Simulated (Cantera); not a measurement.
An adiabatic, constant-pressure homogeneous reactor starts with CH₃OH : O₂ : N₂ = 1 : 0.882 : 3.32 (molar parts), at 1575 K and 1.00 atm. Integrator tolerance rtol = 1e-08.

Detailed kinetics in Cantera: GRI-Mech 3.0 (53 species, 325 reactions). GRI-Mech 3.0 was tuned for natural gas; its chemistry of methanol as a main component is partial and can be far from experiment.

| quantity | before | after |
|---|---|---|
| time of steepest temperature rise | 97.5 µs | 23.5 µs |
| temperature at 0.300 s | 2695 K | 2777 K |
| equilibrium temperature | 2695 K | 2777 K |
| x(CH₃OH) at 0.300 s | <1e-12 (gas-phase equilibrium <1e-12) | <1e-12 (gas-phase equilibrium <1e-12) |
| x(O₂) at 0.300 s | 0.00136 (gas-phase equilibrium 0.00136) | 0.000580 (gas-phase equilibrium 0.000580) |
| x(CO₂) at 0.300 s | 0.0432 (gas-phase equilibrium 0.0432) | 0.0438 (gas-phase equilibrium 0.0438) |
| x(HCO) at 0.300 s | 1.99e-7 (gas-phase equilibrium 1.99e-7) | 5.40e-7 (gas-phase equilibrium 5.40e-7) |
| x(NO) at 0.300 s | 0.00206 (gas-phase equilibrium 0.00206) | 0.00152 (gas-phase equilibrium 0.00152) |
| x(CH₂O) at 0.300 s | 3.80e-9 (gas-phase equilibrium 3.80e-9) | 1.88e-8 (gas-phase equilibrium 1.88e-8) |
| x(HO₂) at 0.300 s | 7.67e-7 (gas-phase equilibrium 7.67e-7) | 7.34e-7 (gas-phase equilibrium 7.34e-7) |

Question: What was changed between the two runs?
(A) pressure from 1.00 atm to 4.93 atm
(B) N2 3.32 to 6.1 parts
(C) initial temperature 1575 to 1050 K
(D) initial temperature 1575 to 1123 K

Answer: A, pressure from 1.00 atm to 4.93 atm
